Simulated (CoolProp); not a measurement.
A single-stage vapour-compression cycle with C2F6 (R116): evaporating at 205.15 K (dew point), condensing at 262.15 K (bubble point), superheat 0 K, subcooling 0 K, compressor efficiency 0.6, no pressure losses. Each further row changes one setting.

Computed with CoolProp (reference Helmholtz-energy equation of state, Lemmon 2006). It is a short technical equation, of lower accuracy than the large ones.

| case | cooling COP | pressure ratio | discharge temperature (K) | refrigerating effect (kJ/kg) | volumetric capacity (kJ/m³) |
|---|---|---|---|---|---|
| as stated | 1.24 | 8.07 | 280.0 | 50.9 | 745 |
| evaporating temperature 210.15 K | 1.46 | 6.39 | 277.6 | 53.4 | 975 |
| condensing temperature 257.15 K | 1.49 | 6.98 | 274.4 | 57.0 | 834 |
| subcooling 5 K | 1.39 | 8.07 | 280.0 | 57.1 | 835 |
| superheat 10 K | 1.30 | 8.07 | 290.7 | 57.4 | 792 |
| compressor efficiency 0.5 | 1.03 | 8.07 | 289.3 | 50.9 | 745 |
